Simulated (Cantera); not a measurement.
What does this Cantera script print?

```python
import numpy as np
import cantera as ct

gas_names = """
    CL CL2 H HCL H2 Si SiCL SiCL2 SiCL3 SiCL4 SiH SiHCL3 SiH2 SiH2CL2 SiH3 SiH3CL SiH4 Si2 Si3
""".split()
cond_names = """
    Si(cr) Si(L)
""".split()


# ... load() reads the species with a 1 bar reference pressure and builds the phases ...
atoms = {
    'SiCl4': {'Si': 1, 'CL': 4},
    'HCl': {'H': 1, 'CL': 1},
    'H2': {'H': 2},
}
top_T = {}  # K; cautious upper limits of use, not melting points


# ... equilibrate(T, P, feed) seeds the gas with the atoms and calls Mixture.equilibrate('TP', solver="vcs", rtol=1e-11, max_steps=5000) ...
results = []
feed = {'SiCl4': 1, 'HCl': 0.52, 'H2': 9.6}  # mol
P = 100000  # Pa
for T in [1223, 1273, 1323, 1373, 1423, 1473, 1523, 1573, 1623, 1673, 1723, 1773]:
    mix = equilibrate(T, P, feed)
    results.append((T, P, feed, dict(zip(mix.species_names, mix.species_moles))))
    x = sorted(zip(gas.X, gas.species_names), reverse=True)
    print(f"T = {T:g} K  P = {P:g} Pa  gas = {mix.phase_moles(0):.4g} mol")
    print("   x: " + "  ".join(f"{s} {v:.3e}" for v, s in x if v > 0.001))
    print("   condensed (mol): " + ("  ".join(f"{mix.phase(i).name} {mix.phase_moles(i):.4g}"
          for i in range(1, mix.n_phases) if mix.phase_moles(i) > 1e-12) or "none"))
```

Output:

```
T = 1223 K  P = 100000 Pa  gas = 11.17 mol
   x: H2 8.331e-01  HCL 7.731e-02  SiCL4 6.187e-02  SiHCL3 2.058e-02  SiCL3 4.057e-03  SiCL2 2.120e-03
   condensed (mol): none
T = 1273 K  P = 100000 Pa  gas = 11.21 mol
   x: H2 8.248e-01  HCL 8.594e-02  SiCL4 5.560e-02  SiHCL3 2.133e-02  SiCL3 6.361e-03  SiCL2 4.770e-03  SiH2CL2 1.133e-03
   condensed (mol): none
T = 1323 K  P = 100000 Pa  gas = 11.28 mol
   x: H2 8.144e-01  HCL 9.689e-02  SiCL4 4.846e-02  SiHCL3 2.066e-02  SiCL2 9.235e-03  SiCL3 9.046e-03  SiH2CL2 1.263e-03
   condensed (mol): none
T = 1373 K  P = 100000 Pa  gas = 11.36 mol
   x: H2 8.019e-01  HCL 1.101e-01  SiCL4 4.064e-02  SiHCL3 1.873e-02  SiCL2 1.562e-02  SiCL3 1.171e-02  SiH2CL2 1.277e-03
   condensed (mol): none
T = 1423 K  P = 100000 Pa  gas = 11.47 mol
   x: H2 7.880e-01  HCL 1.248e-01  SiCL4 3.254e-02  SiCL2 2.355e-02  SiHCL3 1.596e-02  SiCL3 1.392e-02  SiH2CL2 1.193e-03
   condensed (mol): none
T = 1473 K  P = 100000 Pa  gas = 11.58 mol
   x: H2 7.737e-01  HCL 1.399e-01  SiCL2 3.235e-02  SiCL4 2.475e-02  SiCL3 1.530e-02  SiHCL3 1.286e-02  SiH2CL2 1.047e-03
   condensed (mol): none
T = 1523 K  P = 100000 Pa  gas = 11.69 mol
   x: H2 7.602e-01  HCL 1.543e-01  SiCL2 4.119e-02  SiCL4 1.785e-02  SiCL3 1.569e-02  SiHCL3 9.875e-03
   condensed (mol): none
T = 1573 K  P = 100000 Pa  gas = 11.79 mol
   x: H2 7.484e-01  HCL 1.668e-01  SiCL2 4.937e-02  SiCL3 1.516e-02  SiCL4 1.225e-02  SiHCL3 7.284e-03
   condensed (mol): none
T = 1623 K  P = 100000 Pa  gas = 11.87 mol
   x: H2 7.387e-01  HCL 1.770e-01  SiCL2 5.641e-02  SiCL3 1.395e-02  SiCL4 8.057e-03  SiHCL3 5.211e-03
   condensed (mol): none
T = 1673 K  P = 100000 Pa  gas = 11.94 mol
   x: H2 7.313e-01  HCL 1.848e-01  SiCL2 6.212e-02  SiCL3 1.238e-02  SiCL4 5.148e-03  SiHCL3 3.655e-03
   condensed (mol): none
T = 1723 K  P = 100000 Pa  gas = 11.98 mol
   x: H2 7.258e-01  HCL 1.906e-01  SiCL2 6.658e-02  SiCL3 1.071e-02  SiCL4 3.236e-03  SiHCL3 2.538e-03
   condensed (mol): none
T = 1773 K  P = 100000 Pa  gas = 12.02 mol
   x: H2 7.218e-01  HCL 1.947e-01  SiCL2 6.997e-02  SiCL3 9.134e-03  SiCL4 2.025e-03  SiHCL3 1.761e-03
   condensed (mol): none
```

Cantera equilibrium calculation (NASA polynomials, part measured and part estimated; ideal gas, pure solids and liquids). The tables' values for SiCl3, SiCl are old estimates; treat these amounts as uncertain.
